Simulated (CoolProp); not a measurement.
The numbers come from the reference Helmholtz-energy equation of state, de Reuck 1993 in CoolProp.

### Question
Give the vapour pressure (MPa), vapour density (kg/m³), enthalpy of vaporisation (kJ/kg), liquid cp (kJ/(kg K)) of saturated methanol at 412, 432.4, 462.9 K.

### Answer
| T (K) | p (MPa) | vapour density (kg/m³) | enthalpy of vaporisation (kJ/kg) | liquid cp (kJ/(kg K)) |
|---|---|---|---|---|
| 412 | 1.06 | 12.0 | 903 | 3.66 |
| 432.4 | 1.73 | 20.2 | 821 | 4.01 |
| 462.9 | 3.31 | 41.4 | 675 | 4.81 |
